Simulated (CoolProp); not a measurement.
A simple Rankine cycle with R142b: condensing at 320.15 K, boiler at 1.56 MPa, turbine inlet 398.9 K, turbine efficiency 0.9, pump efficiency 0.7, no recuperator. Each further row changes one setting.

Computed with CoolProp (reference Helmholtz-energy equation of state, Lemmon 2006). It is a short technical equation, of lower accuracy than the large ones.

```csv
case,thermal efficiency (%),net work (kJ/kg),heat in (kJ/kg),turbine exit temperature (K),volume ratio over the turbine
as stated,8.4,21.2,253,365.2,2.48
turbine inlet 418.9 K,8.4,23.0,275,385.7,2.45
condensing temperature 312.15 K,10.0,26.4,264,358.0,3.06
boiler pressure 1.09 MPa,5.3,13.7,260,379.5,1.71
turbine efficiency 0.8,7.4,18.7,253,367.7,2.50
```
